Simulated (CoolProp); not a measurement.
A closed Brayton cycle with carbon dioxide: compressor inlet 308.15 K and 9.7 MPa, high pressure 22.2 MPa, turbine inlet 785 K, compressor efficiency 0.85, turbine efficiency 0.85, recuperator effectiveness 0 (on enthalpy, no pinch check). Each further row changes one setting.

Model: reference Helmholtz-energy equation of state, Span 1996, in CoolProp.

```tsv
case	thermal efficiency (%)	net work (kJ/kg)	compressor to turbine work	compressor exit (K)	turbine exit (K)
as stated	11.7	78.7	0.20	329.6	692.8
turbine inlet 735 K	11.7	?	?	329.6	646.0
compressor inlet 318.15 K	11.9	71.0	0.28	361.4	692.8
high pressure 18.9 MPa	9.6	?	0.18	?	710.4
recuperator effectiveness 0.5	?	78.7	0.20	329.6	692.8
```

What belongs in the gaps?


- turbine inlet 735 K, net work (kJ/kg): 71.4
- turbine inlet 735 K, compressor to turbine work: 0.22
- high pressure 18.9 MPa, net work (kJ/kg): 65.6
- high pressure 18.9 MPa, compressor exit (K): 324.8
- recuperator effectiveness 0.5, thermal efficiency (%): 17.8
